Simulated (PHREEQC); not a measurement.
A column of 1 m (30 cells, dispersivity 0.035 m, 60 s a shift, diffusion coefficient 3e-10 m²/s) holds 0.0081 eq of the database's cation exchanger X per kg of pore water, first in equilibrium with 4 mmol/kgw MnCl2 and 0.01 mmol/kgw HCl. It is flushed with 0.0081 mol CdCl2 and 1e-05 mol HCl per kg of water, at 40 °C. Values are for the last cell. CO2 from the air is kept out. Nothing may precipitate in this run.

Base run: PHREEQC, ion-association model, phreeqc.dat. Each further column changes one thing. The table gives MnX2 on the exchanger (mol/kgw).

```json
[
 {"pore volumes": "0", "base": "0.00405", "exchange capacity from 0.0081 to 0.004 eq/kgw": "0.00200", "dispersivity from 0.035 to 0.07 m": "0.00405"},
 {"pore volumes": "0.2833", "base": "0.00405", "exchange capacity from 0.0081 to 0.004 eq/kgw": "0.00200", "dispersivity from 0.035 to 0.07 m": "0.00405"},
 {"pore volumes": "0.6833", "base": "0.00405", "exchange capacity from 0.0081 to 0.004 eq/kgw": "0.00198", "dispersivity from 0.035 to 0.07 m": "0.00400"},
 {"pore volumes": "0.95", "base": "0.00386", "exchange capacity from 0.0081 to 0.004 eq/kgw": "0.00154", "dispersivity from 0.035 to 0.07 m": "0.00345"},
 {"pore volumes": "1.217", "base": "0.00289", "exchange capacity from 0.0081 to 0.004 eq/kgw": "0.000789", "dispersivity from 0.035 to 0.07 m": "0.00244"},
 {"pore volumes": "1.617", "base": "0.00120", "exchange capacity from 0.0081 to 0.004 eq/kgw": "0.000192", "dispersivity from 0.035 to 0.07 m": "0.00118"},
 {"pore volumes": "1.883", "base": "0.000550", "exchange capacity from 0.0081 to 0.004 eq/kgw": "6.38e-5", "dispersivity from 0.035 to 0.07 m": "0.000676"},
 {"pore volumes": "2.15", "base": "0.000229", "exchange capacity from 0.0081 to 0.004 eq/kgw": "1.96e-5", "dispersivity from 0.035 to 0.07 m": "0.000376"},
 {"pore volumes": "2.417", "base": "8.97e-5", "exchange capacity from 0.0081 to 0.004 eq/kgw": "5.67e-6", "dispersivity from 0.035 to 0.07 m": "0.000205"},
 {"pore volumes": "2.817", "base": "2.03e-5", "exchange capacity from 0.0081 to 0.004 eq/kgw": "8.20e-7", "dispersivity from 0.035 to 0.07 m": "8.02e-5"},
 {"pore volumes": "3.083", "base": "7.24e-6", "exchange capacity from 0.0081 to 0.004 eq/kgw": "2.18e-7", "dispersivity from 0.035 to 0.07 m": "4.25e-5"},
 {"pore volumes": "3.35", "base": "2.53e-6", "exchange capacity from 0.0081 to 0.004 eq/kgw": "5.69e-8", "dispersivity from 0.035 to 0.07 m": "2.23e-5"},
 {"pore volumes": "3.75", "base": "5.08e-7", "exchange capacity from 0.0081 to 0.004 eq/kgw": "7.37e-9", "dispersivity from 0.035 to 0.07 m": "8.46e-6"},
 {"pore volumes": "4.017", "base": "1.72e-7", "exchange capacity from 0.0081 to 0.004 eq/kgw": "1.86e-9", "dispersivity from 0.035 to 0.07 m": "4.41e-6"}
]
```

Away from 25 °C the constants follow the database's enthalpies or fits; those with neither stay at their 25 °C values.
